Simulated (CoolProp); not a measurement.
Isobutane along the isotherm 301.85 °C: density (kg/m³) from the reference equation and from simpler models built on Tc = 134.7 °C, pc = 3629 kPa, ω = 0.184; each cubic takes its own stable root.

Model: reference Helmholtz-energy equation of state, Bücker 2006, in CoolProp.

```
p (kPa)          phase  reference
-------  -------------  ---------
4380     supercritical      60.50
8750     supercritical      134.5
13100    supercritical      207.5
17500    supercritical      264.3
21900    supercritical      304.9
26200    supercritical      334.4
30600    supercritical      357.9
35000    supercritical      377.1
```

Question: How far does each simpler model (ideal gas, van der Waals, Soave-Redlich-Kwong) lie from the reference over these 8 states: mean and median of the absolute difference, and the worst?

Answer: 
- ideal gas: mean 13.7 %, median 12.8 %, worst -23.2 % at 301.85 °C and 13100 kPa
- van der Waals: mean 8.6 %, median 9.2 %, worst -14.0 % at 301.85 °C and 35000 kPa
- Soave-Redlich-Kwong: mean 4.8 %, median 4.8 %, worst -7.0 % at 301.85 °C and 17500 kPa
